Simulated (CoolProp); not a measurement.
A closed Brayton cycle with carbon dioxide: compressor inlet 329.15 K and 7.8 MPa, high pressure 26 MPa, turbine inlet 655 K, compressor efficiency 0.8, turbine efficiency 0.9, recuperator effectiveness 0 (on enthalpy, no pinch check). Each further row changes one setting.

Model: reference Helmholtz-energy equation of state, Span 1996, in CoolProp.

```csv
case,thermal efficiency (%),net work (kJ/kg),compressor to turbine work,compressor exit (K),turbine exit (K)
as stated,(withheld),41.9,0.64,439.7,529.5
turbine inlet 605 K,13.0,(withheld),0.71,439.7,(withheld)
compressor inlet 339.15 K,13.0,(withheld),(withheld),455.6,529.5
high pressure 22.1 MPa,13.0,(withheld),(withheld),424.0,546.0
recuperator effectiveness 0.5,(withheld),41.9,0.64,439.7,529.5
```

What belongs in the gaps?


- as stated, thermal efficiency (%): 14.3
- turbine inlet 605 K, net work (kJ/kg): 29.8
- turbine inlet 605 K, turbine exit (K): 484.2
- compressor inlet 339.15 K, net work (kJ/kg): 34.8
- compressor inlet 339.15 K, compressor to turbine work: 0.70
- high pressure 22.1 MPa, net work (kJ/kg): 40.4
- high pressure 22.1 MPa, compressor to turbine work: 0.61
- recuperator effectiveness 0.5, thermal efficiency (%): 17.3
